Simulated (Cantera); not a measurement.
A closed system holds: 1 mol c-C₄F₈, 0.0097 mol CH₄, 5.6 mol H₂, at 2150 K and 90.0 Torr.

Cantera equilibrium calculation (NASA polynomials, part measured and part estimated; ideal gas, pure solids and liquids). The feed counts by its element totals alone. Equilibrium is a limit: real reactors are often held back by kinetics, nucleation or transport.

```tsv
species	before	after
HF	0.830	0.860
H₂	0.165	0.105
CH₄	9.61e-7	0.0345
H	0.00495	<1e-9
C₂H₂ (acetylene)	0.000320	<1e-9
F	1.80e-5	<1e-9
H₂F₂	5.86e-7	2.37e-5
C(graphite), mol	4.00	3.69
```
Gas species are given as mole fractions.

Name the change that produced these shifts.
(A) temperature from 2150 K to 650 K
(B) temperature from 2150 K to 2775 K
(C) temperature from 2150 K to 2800 K
(D) pressure from 90.0 Torr to 9.00 Torr

A, temperature from 2150 K to 650 K
